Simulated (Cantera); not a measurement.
Mixture: CO : H₂ : O₂ : N₂ : H₂O = 1 : 0.63 : 1.63 : 6.13 : 0.74 (molar parts), equivalence ratio 0.50, at 8250 Torr, adiabatic and at constant pressure. Ignition delay is the time to a rise of 400 K.

Cantera simulation using GRI-Mech 3.0 (53 species, 325 reactions); the numbers are that mechanism's predictions, not measurements. The hydrogen kinetics of GRI-Mech 3.0 are dated; newer H2 mechanisms differ, most at raised pressure. Below about 950 K walls govern HO2 and H2O2 in real vessels.

Q: Predict: delay at 850 K; delay at 1000 K; delay at 1150 K; delay at 1300 K; apparent activation energy between 1225 and 1375 K.

A: delay at 850 K: 0.488 s
delay at 1000 K: 9.50 ms
delay at 1150 K: 0.422 ms
delay at 1300 K: 23.8 µs
apparent activation energy between 1225 and 1375 K: 230 kJ/mol
